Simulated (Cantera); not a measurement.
**Thermodynamics of oxide etching and cleaning by halides, feed MgO + HCl + N₂**

Feed: 1 mol MgO, 80 mol HCl, 3 mol N₂, held at 0.260 bar.

Equilibrium computed with Cantera from the NASA thermochemical tables; the gas is ideal and each condensed phase is pure. Candidate condensed phases: H₂O, Mg, MgCl₂, MgO, Mg(OH)₂, NH₄Cl; 38 gas species. Kinetics and transport are ignored.

At 1098 K the condensed part is MgCl₂(l). From 1198 K to 1898 K nothing is condensed. The main Mg-bearing gas is MgCl₂ throughout.

```csv
T (K),log p HCl,log p N₂,log p Cl,log p H₂O,log p MgCl₂,log p H₂,log p Cl₂,n MgCl₂(l)
1098,-0.61,-2.02,-5.58,-2.50,-2.83,-5.36,-5.51,0.532
1198,-0.61,-2.03,-4.94,-2.50,-2.50,-4.92,-5.20,0
1298,-0.61,-2.03,-4.40,-2.50,-2.50,-4.51,-4.97,0
1398,-0.61,-2.03,-3.95,-2.50,-2.50,-4.14,-4.79,0
1498,-0.61,-2.03,-3.57,-2.50,-2.50,-3.80,-4.66,0
1598,-0.61,-2.03,-3.24,-2.50,-2.50,-3.50,-4.55,0
1698,-0.62,-2.03,-2.95,-2.51,-2.51,-3.23,-4.46,0
1798,-0.62,-2.03,-2.70,-2.51,-2.51,-2.98,-4.38,0
1898,-0.62,-2.03,-2.47,-2.51,-2.51,-2.76,-4.32,0
```
log p: log10 of the partial pressure in bar; n: condensed amount in mol.
